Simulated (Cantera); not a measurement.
**Premixed flame**

A freely propagating, adiabatic, planar premixed flame of 5.52 % C₂H₄, 16.7 % O₂, 62.9 % N₂, 14.9 % CO₂, unburnt at 550 K and 0.132 atm; mixture-averaged transport, grid criteria slope 0.08 and curve 0.16, no radiation.

Cantera simulation using GRI-Mech 3.0 (53 species, 325 reactions); the numbers are that mechanism's predictions, not measurements. GRI-Mech 3.0 was tuned for natural gas; its chemistry of ethylene as a main component is partial and can be far from experiment. Burning velocities carry a grid error of a few per cent, more on coarse grids.

| z (mm) | T (K) | u (m/s) | x C₂H₄ | x O₂ | x CO₂ | x CH₃ | x CH₂O | x CH₂ |
|---|---|---|---|---|---|---|---|---|
| -6.92 | 550 | 1.52 | 0.0551 | 0.167 | 0.149 | <1e-8 | 1.40e-8 | <1e-8 |
| -4.61 | 550 | 1.52 | 0.0551 | 0.167 | 0.149 | 2.21e-8 | 5.88e-7 | <1e-8 |
| -3.46 | 551 | 1.53 | 0.0550 | 0.167 | 0.149 | 1.07e-7 | 3.73e-6 | <1e-8 |
| -2.31 | 560 | 1.55 | 0.0547 | 0.166 | 0.148 | 8.97e-7 | 4.49e-5 | <1e-8 |
| -1.15 | 740 | 2.08 | 0.0477 | 0.149 | 0.147 | 0.000118 | 0.000905 | 5.14e-7 |
| -0.576 | 1086 | 3.10 | 0.0302 | 0.116 | 0.148 | 0.000549 | 0.00137 | 8.67e-6 |
| 0 | 1445 | 4.20 | 0.00904 | 0.0771 | 0.153 | 0.000680 | 0.000632 | 3.42e-5 |
| 0.576 | 1627 | 4.75 | 0.000849 | 0.0522 | 0.161 | 0.000164 | 0.000146 | 2.33e-5 |
| 1.15 | 1667 | 4.87 | 2.84e-5 | 0.0420 | 0.169 | 1.04e-5 | 1.16e-5 | 2.04e-6 |
| 2.31 | 1687 | 4.92 | 2.29e-8 | 0.0361 | 0.178 | 2.98e-8 | 3.00e-8 | <1e-8 |
| 4.61 | 1711 | 4.97 | <1e-8 | 0.0336 | 0.185 | <1e-8 | <1e-8 | <1e-8 |
| 9.22 | 1743 | 5.05 | <1e-8 | 0.0322 | 0.189 | <1e-8 | <1e-8 | <1e-8 |
| 18.4 | 1789 | 5.17 | <1e-8 | 0.0305 | 0.192 | <1e-8 | <1e-8 | <1e-8 |
x: mole fraction of selected species; z is measured from the peak of heat release.

| Quantity | Result |
|---|---|
| laminar burning velocity | 152 cm/s |
| thermal thickness | 2.31 mm |
| peak x(CH₃) | 0.000743 |
| peak x(CH₂O) | 0.00141 |
| peak x(CH₂) | 3.88e-5 |
| grid points | 174 |
